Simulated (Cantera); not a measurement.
What does this Cantera script print?

```python
import numpy as np
import cantera as ct

gas_names = [...]  # 113 gases of nasa_gas.yaml made of C, H, O, Ti
cond_names = """
    C(gr) C6H6(L) C7H8(L) C8H18(L),n-octa H2O(s) H2O(L) Ti(a) Ti(b) Ti(L) TiC(s) TiC(L) TiO(a) TiO(b)
    TiO(L) TiO2(ru) TiO2(L) Ti2O3(a) Ti2O3(b) Ti2O3(L) Ti3O5(a) Ti3O5(b) Ti3O5(L) Ti4O7(s) Ti4O7(L)
""".split()


# ... load() reads the species with a 1 bar reference pressure and builds the phases ...
atoms = {
    'Ti(OiPr)4': {'Ti': 1, 'C': 12, 'H': 28, 'O': 4},
    'CH4': {'C': 1, 'H': 4},
}
top_T = {'C(gr)': 4500}  # K; cautious upper limits of use, not melting points


# ... equilibrate(T, P, feed) seeds the gas with the atoms and calls Mixture.equilibrate('TP', solver="vcs", rtol=1e-11, max_steps=5000) ...
results = []
feed = {'Ti(OiPr)4': 1, 'CH4': 4.5}  # mol
P = 10000  # Pa
for T in [1223, 1323, 1423, 1523, 1623, 1723, 1823, 1923, 2023, 2123, 2223]:
    mix = equilibrate(T, P, feed)
    results.append((T, P, feed, dict(zip(mix.species_names, mix.species_moles))))

top = {s: max(r[3][s] / sum(r[3][g] for g in gas_names) for r in results) for s in gas_names}
cols = sorted((s for s in top if top[s] > 0.0001), key=lambda s: -top[s])[:7]
seen = [c for c in cond_names if any(r[3].get(c, 0) > 1e-12 for r in results)]
print("log10 of partial pressures in bar; condensed amounts in mol")
print(f"{'T/K':>10s}" + "".join(f"{s[:9]:>10s}" for s in cols + seen))
for T, P, feed, n in results:
    ng = sum(n[g] for g in gas_names)
    print(f"{T:10.4g}" + "".join(f"{np.log10(max(n[s] / ng * P / 1e5, 1e-99)):10.3f}" for s in cols)
          + "".join(f"{n.get(c, 0):10.4g}" for c in seen))
```

It prints:

```
log10 of partial pressures in bar; condensed amounts in mol
       T/K        H2        CO         H C2H2,acet       CH4       H2O     C(gr)    TiC(s)  Ti3O5(b)
      1223    -1.043    -2.036    -7.043    -7.848    -3.960    -4.776     14.14         0    0.3333
      1323    -1.070    -1.829    -6.335    -7.153    -4.308    -5.034     11.49         1         0
      1423    -1.070    -1.829    -5.713    -6.534    -4.559    -5.410     11.49         1         0
      1523    -1.070    -1.829    -5.171    -5.997    -4.777    -5.735      11.5         1         0
      1623    -1.070    -1.829    -4.695    -5.528    -4.969    -6.020      11.5         1         0
      1723    -1.070    -1.829    -4.274    -5.113    -5.137    -6.271     11.49         1         0
      1823    -1.070    -1.830    -3.898    -4.745    -5.287    -6.494     11.49         1         0
      1923    -1.071    -1.830    -3.562    -4.417    -5.422    -6.693     11.48         1         0
      2023    -1.073    -1.830    -3.258    -4.122    -5.544    -6.874     11.46         1         0
      2123    -1.075    -1.832    -2.983    -3.856    -5.656    -7.038     11.42         1         0
      2223    -1.080    -1.833    -2.733    -3.617    -5.761    -7.189     11.37         1         0
```

Cantera equilibrium calculation (NASA polynomials, part measured and part estimated; ideal gas, pure solids and liquids). The feed counts by its element totals alone. TiC: taken at fixed stoichiometry.
